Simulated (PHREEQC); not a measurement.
# Polishing slurry liquid: an equilibrium model

Make-up at 70 °C: 0.0016 mol/kgw KOH, 9.6e-06 mol/kgw Fe(NO3)3 and 4.1e-07 mol/kgw CO2. Closed to the air; pH follows from the charge balance.

Model: ion-association model, wateq4f.dat, run in PHREEQC.

This is a speciation only: nothing precipitates in the calculation.

Task: Estimate the pH.

Result: pH 9.98.

Task: In which forms is Fe present?

Result: Fe(OH)4- 98 %, Fe(OH)3 2.2 % of the Fe.

Saturation is exceeded, for instance for Hematite (slow to form), Goethite (slow to form); the values hold only as long as no solid forms. Away from 25 °C the constants follow the database's enthalpies or fits; those with neither stay at their 25 °C values.
